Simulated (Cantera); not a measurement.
Stirred combustor or abatement burner

A perfectly stirred reactor is fed with C3H8 : O2 : N2 : H2O = 1 : 12.5 : 47 : 6.6 (molar parts), equivalence ratio 0.40, at 2.50 bar; it is adiabatic with a 698 K inlet, and is followed from long to short residence time, starting on the burning branch (τ in s: 0.094, 0.038, 0.016, 0.0063, 0.0026, 0.001, 0.00043, 0.00017, 7.1e-05, 2.9e-05).

Model: GRI-Mech 3.0 (53 species, 325 reactions), integrated in Cantera. GRI-Mech 3.0 was tuned for natural gas; its chemistry of propane as a main component is partial and can be far from experiment.

```csv
τ (s),T (K),x C3H8,x O2,x H2O,x CH2,x OH
0.094,1531,1.86e-6,0.110,0.155,4.34e-9,0.000287
0.038,1528,3.54e-6,0.110,0.155,1.05e-8,0.000371
0.016,1524,6.50e-6,0.110,0.155,2.38e-8,0.000470
0.0063,1517,1.26e-5,0.111,0.155,5.67e-8,0.000594
0.0026,1502,2.44e-5,0.112,0.154,1.25e-7,0.000704
0.0010,1465,5.92e-5,0.114,0.153,2.81e-7,0.000704
0.00043,698,0.0149,0.186,0.0984,<1e-12,<1e-12
0.00017,698,0.0149,0.186,0.0984,<1e-12,<1e-12
7.1e-5,698,0.0149,0.186,0.0984,<1e-12,<1e-12
2.9e-5,698,0.0149,0.186,0.0984,<1e-12,<1e-12
```
x: mole fraction; the columns are a selection and need not sum to one.
